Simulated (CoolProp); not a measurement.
Saturation properties of decamethylcyclopentasiloxane (D5).

Values from CoolProp's reference Helmholtz-energy equation of state, Thol 2019.

```json
[
 {"T (K)": "362.9", "p (kPa)": "1.508", "liquid density (kg/m³)": "884.5", "vapour density (kg/m³)": "0.1861", "enthalpy of vaporisation (kJ/kg)": "150.8", "liquid cp (kJ/(kg K))": "1.791"},
 {"T (K)": "374.2", "p (kPa)": "2.628", "liquid density (kg/m³)": "872.2", "vapour density (kg/m³)": "0.3151", "enthalpy of vaporisation (kJ/kg)": "146.9", "liquid cp (kJ/(kg K))": "1.808"},
 {"T (K)": "385.6", "p (kPa)": "4.399", "liquid density (kg/m³)": "859.8", "vapour density (kg/m³)": "…", "enthalpy of vaporisation (kJ/kg)": "143.1", "liquid cp (kJ/(kg K))": "1.825"},
 {"T (K)": "396.9", "p (kPa)": "7.042", "liquid density (kg/m³)": "847.4", "vapour density (kg/m³)": "0.8013", "enthalpy of vaporisation (kJ/kg)": "139.4", "liquid cp (kJ/(kg K))": "1.844"},
 {"T (K)": "408.2", "p (kPa)": "10.88", "liquid density (kg/m³)": "834.8", "vapour density (kg/m³)": "1.210", "enthalpy of vaporisation (kJ/kg)": "135.7", "liquid cp (kJ/(kg K))": "1.862"},
 {"T (K)": "419.5", "p (kPa)": "16.27", "liquid density (kg/m³)": "822.0", "vapour density (kg/m³)": "1.772", "enthalpy of vaporisation (kJ/kg)": "131.9", "liquid cp (kJ/(kg K))": "1.881"},
 {"T (K)": "430.8", "p (kPa)": "23.65", "liquid density (kg/m³)": "809.0", "vapour density (kg/m³)": "2.528", "enthalpy of vaporisation (kJ/kg)": "128.2", "liquid cp (kJ/(kg K))": "1.901"},
 {"T (K)": "442.1", "p (kPa)": "33.50", "liquid density (kg/m³)": "795.7", "vapour density (kg/m³)": "3.523", "enthalpy of vaporisation (kJ/kg)": "124.5", "liquid cp (kJ/(kg K))": "1.921"},
 {"T (K)": "453.4", "p (kPa)": "…", "liquid density (kg/m³)": "782.1", "vapour density (kg/m³)": "4.809", "enthalpy of vaporisation (kJ/kg)": "120.7", "liquid cp (kJ/(kg K))": "1.941"},
 {"T (K)": "464.7", "p (kPa)": "62.81", "liquid density (kg/m³)": "768.1", "vapour density (kg/m³)": "6.445", "enthalpy of vaporisation (kJ/kg)": "116.8", "liquid cp (kJ/(kg K))": "1.962"},
 {"T (K)": "476", "p (kPa)": "83.50", "liquid density (kg/m³)": "753.7", "vapour density (kg/m³)": "…", "enthalpy of vaporisation (kJ/kg)": "112.9", "liquid cp (kJ/(kg K))": "1.983"}
]
```

### Question
Complete the blanks.

### Answer

- 385.6, vapour density (kg/m³): 0.5133
- 453.4, p (kPa): 46.36
- 476, vapour density (kg/m³): 8.501

It boils at 484.1 K under 1 atm.
